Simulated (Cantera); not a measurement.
**Moist CO burnout**

An isothermal, constant-pressure homogeneous reactor starts with 0.501 % CO, 0.658 % O2, 0.629 % H2O, 98.2 % N2, equivalence ratio 0.38, at 1225 K and 2.07 atm.

Cantera simulation using GRI-Mech 3.0 (53 species, 325 reactions); the numbers are that mechanism's predictions, not measurements.

| t (s) | x CO | x O2 | x H2O | x H2O2 | x O | x NO |
|---|---|---|---|---|---|---|
| 0.000800 | 0.00501 | 0.00658 | 0.00629 | 2.41e-12 | 1.73e-8 | <1e-12 |
| 0.00140 | 0.00501 | 0.00658 | 0.00629 | 7.87e-11 | 2.25e-7 | <1e-12 |
| 0.00245 | 0.00496 | 0.00655 | 0.00627 | 3.10e-8 | 1.39e-5 | 4.42e-11 |
| 0.00428 | 0.00356 | 0.00585 | 0.00618 | 1.44e-7 | 7.71e-5 | 2.33e-8 |
| 0.00748 | 0.00173 | 0.00494 | 0.00622 | 1.10e-7 | 3.99e-5 | 6.80e-8 |
| 0.0131 | 0.000723 | 0.00444 | 0.00626 | 6.17e-8 | 1.62e-5 | 9.04e-8 |
| 0.0229 | 0.000273 | 0.00422 | 0.00628 | 2.85e-8 | 5.90e-6 | 1.01e-7 |
| 0.0400 | 9.39e-5 | 0.00413 | 0.00629 | 1.16e-8 | 2.00e-6 | 1.05e-7 |
| 0.0699 | 2.95e-5 | 0.00410 | 0.00630 | 4.48e-9 | 6.58e-7 | 1.07e-7 |
| 0.122 | 8.50e-6 | 0.00409 | 0.00630 | 1.70e-9 | 2.17e-7 | 1.09e-7 |
| 0.214 | 2.27e-6 | 0.00409 | 0.00630 | 6.43e-10 | 7.51e-8 | 1.11e-7 |
| 0.374 | 5.50e-7 | 0.00409 | 0.00630 | 2.59e-10 | 2.89e-8 | 1.12e-7 |
| 0.654 | 1.14e-7 | 0.00409 | 0.00630 | 1.22e-10 | 1.34e-8 | 1.13e-7 |
| 1.14 | 1.96e-8 | 0.00409 | 0.00630 | 7.07e-11 | 7.68e-9 | 1.14e-7 |
| 2.00 | 5.06e-9 | 0.00409 | 0.00630 | 4.52e-11 | 4.88e-9 | 1.14e-7 |
x: mole fraction; the columns are a selection and need not sum to one.

Equilibrium at this temperature and pressure: CO 1.70e-9, O2 0.00407, H2O 0.00630, H2O2 1.74e-11, O 1.86e-9, NO 3.69e-5 (gas phase only).
